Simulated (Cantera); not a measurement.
Source: NASA polynomial tables (part measured, part estimated), evaluated in Cantera. Values are per mole of reaction as written; species without (g) are pure solids or liquids, kept so even where they would boil at 1 bar. VN: taken at fixed stoichiometry.

9 N(g) + 2 V2O5 ⇌ 4 VN + 5 NO2(g)

```csv
T (K),ΔH° (kJ),ΔS° (J/K),ΔG° (kJ),log10 K,condensed phases
300,?,?,?,?,"V2O5(s), VN(s)"
1575,?,?,?,?,"V2O5(l), VN(s)"
1675,-2090.3,-583.4,-1113.2,34.71,"V2O5(l), VN(s)"
1775,?,?,?,?,"V2O5(l), VN(s)"
1875,-2097.2,-587.2,-996.1,27.75,"V2O5(l), VN(s)"
1975,-2099.8,-588.6,-937.3,24.79,"V2O5(l), VN(s)"
2075,-2101.8,-589.6,-878.4,22.11,"V2O5(l), VN(s)"
2175,-2103.2,-590.3,-819.4,19.68,"V2O5(l), VN(s)"
```

Question: Fill in the missing entries.

Answer: 
- 300, ΔH° (kJ): -1850.7
- 300, ΔS° (J/K): -291.6
- 300, ΔG° (kJ): -1763.2
- 300, log10 K: 307.00
- 1575, ΔH° (kJ): -2086.0
- 1575, ΔS° (J/K): -580.7
- 1575, ΔG° (kJ): -1171.4
- 1575, log10 K: 38.85
- 1775, ΔH° (kJ): -2094.1
- 1775, ΔS° (J/K): -585.5
- 1775, ΔG° (kJ): -1054.7
- 1775, log10 K: 31.04
